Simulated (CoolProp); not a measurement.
A simple Rankine cycle with methanol: condensing at 322.15 K, boiler at 2.68 MPa, turbine inlet 492.4 K, turbine efficiency 0.7, pump efficiency 0.8, no recuperator. Each further row changes one setting.

Model: reference Helmholtz-energy equation of state, de Reuck 1993, in CoolProp.

| case | thermal efficiency (%) | net work (kJ/kg) | heat in (kJ/kg) | turbine exit temperature (K) | volume ratio over the turbine |
|---|---|---|---|---|---|
| as stated | 17.6 | 236 | 1340 | 322.1 | 36.6 |
| turbine inlet 512.4 K | 17.9 | 251 | 1400 | 327.9 | 35.6 |
| condensing temperature 314.15 K | 18.6 | 254 | (withheld) | 314.2 | (withheld) |
| boiler pressure 1.88 MPa | 16.5 | (withheld) | (withheld) | 328.0 | 25.4 |
| turbine efficiency 0.6 | 15.0 | 202 | 1340 | 325.1 | (withheld) |

Task: Some entries are withheld; supply them.

Result: 
- condensing temperature 314.15 K, heat in (kJ/kg): 1360
- condensing temperature 314.15 K, volume ratio over the turbine: 50.9
- boiler pressure 1.88 MPa, net work (kJ/kg): 227
- boiler pressure 1.88 MPa, heat in (kJ/kg): 1380
- turbine efficiency 0.6, volume ratio over the turbine: 37.9

The expansion ends wet for: as stated; condensing temperature 314.15 K.
